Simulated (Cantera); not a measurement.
What does this Cantera script print?

```python
import numpy as np
import cantera as ct

gas_names = """
    N NO NO2 NO3 N2 N2O O O2 O3 Pb PbO Pb2
""".split()
cond_names = """
    Pb(cr) Pb(L) PbO(rd) PbO(yw) PbO(L) PbO2(s) Pb3O4(s)
""".split()


def load(file, names, dense=False):
    # The tables refer to 1 bar. Condensed volumes are neglected.
    table = {s.name: s for s in ct.Species.list_from_file(file)}
    out = []
    for n in names:
        d = dict(table[n].input_data)
        d["thermo"] = dict(d["thermo"], **{"reference-pressure": 1e5})
        if dense:
            d["equation-of-state"] = {"model": "constant-volume", "density": "1e6 g/cm^3"}
        out.append(ct.Species.from_dict(d))
    return out


gas = ct.Solution(thermo="ideal-gas", species=load("nasa_gas.yaml", gas_names))
cond = {s.name: ct.Solution(thermo="fixed-stoichiometry", species=[s], name=s.name)
        for s in load("nasa_condensed.yaml", cond_names, dense=True)}
atoms = {
    'Pb': {'Pb': 1},
    'O2': {'O': 2},
    'N2': {'N': 2},
}
top_T = {'Pb3O4(s)': 820}  # K; cautious upper limits of use, not melting points


def equilibrate(T, P, feed):
    n = {}
    for name, mol in feed.items():
        for a, k in atoms[name].items():
            n[a] = n.get(a, 0.0) + k * mol
    gas.TPX = T, P, n
    mass = sum(n.values()) * gas.mean_molecular_weight
    gas.equilibrate("TP")
    valid = [c for c in cond.values() if c.min_temp <= T <= top_T.get(c.name, c.max_temp)]
    mix = ct.Mixture([(gas, mass / gas.mean_molecular_weight)] + [(c, 0.0) for c in valid])
    mix.T, mix.P = T, P
    mix.equilibrate("TP", solver="vcs", rtol=1e-11, max_steps=5000)
    return mix


results = []
feed = {'Pb': 1, 'O2': 0.55, 'N2': 6}  # mol
T = 1050  # K
P = 280  # Pa
mix = equilibrate(T, P, feed)
results.append((T, P, feed, dict(zip(mix.species_names, mix.species_moles))))
print(gas.report(threshold=0.0001))
for i in range(1, mix.n_phases):
    print(f"{mix.phase(i).name:16s} {mix.phase_moles(i):12.5e} mol")
```

Output:

```
       temperature   1050 K
          pressure   280 Pa
           density   0.00090289 kg/m^3
  mean mol. weight   28.151 kg/kmol
   phase of matter   gas

                          1 kg             1 kmol
                     ---------------   ---------------
          enthalpy        8.2262e+05        2.3158e+07  J
   internal energy         5.125e+05        1.4428e+07  J
           entropy            9919.4        2.7924e+05  J/K
    Gibbs function       -9.5927e+06       -2.7005e+08  J
 heat capacity c_p            1170.7             32958  J/K
 heat capacity c_v             875.4             24644  J/K

                      mass frac. Y      mole frac. X     chem. pot. / RT
                     ---------------   ---------------   ---------------
                N2           0.98636           0.99119           -30.876
                O2          0.009386         0.0082577           -37.375
               PbO         0.0041913        0.00052863           -36.508
     [   +9 minor]        6.5006e-05         1.888e-05

Pb(L)             0.00000e+00 mol
PbO(yw)           9.96757e-01 mol
PbO2(s)           0.00000e+00 mol
```

These are equilibrium values from Cantera (NASA tables, ideal gas, pure condensed phases), not measurements of a reactor.
